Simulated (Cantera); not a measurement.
An isothermal, constant-pressure homogeneous reactor starts with NH3 : N2 = 1 : 0.41 (molar parts), at 1975 K and 40.5 Torr.

Model: the gas-phase N/H chemistry of the illustrative SiF4/NH3 mechanism in the Surface Chemkin manual (1991), integrated in Cantera. Walls and surfaces, which speed up NH3 decomposition in real reactors, are not modelled.

x: mole fraction; the columns are a selection and need not sum to one.

| t (s) | x NH3 | x NH2 | x N2H4 | x NH | x H2 | x N2 | x H |
|---|---|---|---|---|---|---|---|
| 0.000500 | 0.709 | 0.000303 | 2.81e-9 | 7.95e-7 | 0.000161 | 0.291 | 4.31e-7 |
| 0.00129 | 0.708 | 0.000730 | 1.63e-8 | 3.57e-6 | 0.000543 | 0.291 | 8.44e-7 |
| 0.00335 | 0.705 | 0.00120 | 4.41e-8 | 7.54e-6 | 0.00259 | 0.291 | 2.70e-6 |
| 0.00865 | 0.697 | 0.00123 | 4.61e-8 | 8.85e-6 | 0.00956 | 0.292 | 7.07e-6 |
| 0.0224 | 0.677 | 0.00115 | 4.08e-8 | 1.03e-5 | 0.0274 | 0.294 | 1.74e-5 |
| 0.0579 | 0.628 | 0.00104 | 3.29e-8 | 1.22e-5 | 0.0705 | 0.300 | 4.14e-5 |
| 0.150 | 0.521 | 0.000869 | 2.32e-8 | 1.33e-5 | 0.164 | 0.313 | 9.58e-5 |
| 0.387 | ? | ? | ? | 1.27e-5 | ? | 0.336 | ? |
| 1.00 | 0.136 | 0.000336 | 3.47e-9 | 9.62e-6 | 0.503 | 0.361 | 0.000432 |
| 2.59 | 0.0207 | 9.35e-5 | 2.68e-10 | 5.04e-6 | 0.603 | 0.375 | 0.000944 |
| 6.70 | 0.000108 | 2.20e-6 | <1e-12 | 5.39e-7 | 0.619 | 0.377 | 0.00435 |
| 17.3 | 8.91e-6 | 1.94e-7 | <1e-12 | 5.10e-8 | 0.619 | 0.377 | 0.00466 |
| 44.8 | 2.62e-6 | 5.70e-8 | <1e-12 | 1.50e-8 | 0.619 | 0.377 | 0.00466 |
| 116 | ? | ? | <1e-12 | ? | 0.619 | 0.377 | 0.00466 |
| 300 | 4.48e-7 | 9.73e-9 | <1e-12 | 2.56e-9 | 0.619 | 0.377 | 0.00466 |

Question: Complete the blanks.

Answer: 
- 0.387, x NH3: 0.339
- 0.387, x NH2: 0.000632
- 0.387, x N2H4: 1.23e-8
- 0.387, x H2: 0.324
- 0.387, x H: 0.000211
- 116, x NH3: 9.62e-7
- 116, x NH2: 2.09e-8
- 116, x NH: 5.50e-9
